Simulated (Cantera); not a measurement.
## CaO + F2 + O2 (oxide etching and cleaning by halides)

A closed system holds: 1 mol CaO, 1.9 mol F2, 1.7 mol O2, held at 850 K.

Equilibrium computed with Cantera from the NASA thermochemical tables; the gas is ideal and each condensed phase is pure. Candidate condensed phases: Ca, CaF2, CaO; 13 gas species. Kinetics and transport are ignored.

| P (Pa) | x O2 | x F | x F2 | x FO2 | x F2O | x FO | n CaF2(s) |
|---|---|---|---|---|---|---|---|
| 1 | 0.554 | 0.440 | 0.00658 | 8.32e-8 | 4.49e-10 | 5.94e-8 | 1.00 |
| 4.20 | 0.563 | 0.412 | 0.0243 | 3.33e-7 | 3.43e-9 | 1.15e-7 | 1.00 |
| 18 | 0.589 | 0.340 | 0.0708 | 1.23e-6 | 2.12e-8 | 2.01e-7 | 1.00 |
| 75 | 0.627 | 0.234 | 0.139 | 3.75e-6 | 8.78e-8 | 2.91e-7 | 1.00 |
| 320 | 0.661 | 0.136 | 0.202 | 9.86e-6 | 2.70e-7 | 3.60e-7 | 1.00 |
| 1300 | 0.683 | 0.0741 | 0.243 | 2.25e-5 | 6.64e-7 | 4.01e-7 | 1.00 |
| 5600 | 0.696 | 0.0374 | 0.266 | 4.98e-5 | 1.53e-6 | 4.24e-7 | 1.00 |
| 24000 | 0.703 | 0.0185 | 0.278 | 0.000106 | 3.32e-6 | 4.36e-7 | 1.00 |
| 100000 | 0.706 | 0.00915 | 0.284 | 0.000221 | 6.94e-6 | 4.41e-7 | 1.00 |
x: gas mole fraction; n: condensed amount in mol.

From 1.00e-5 bar to 1.00 bar the condensed part is CaF2(s).
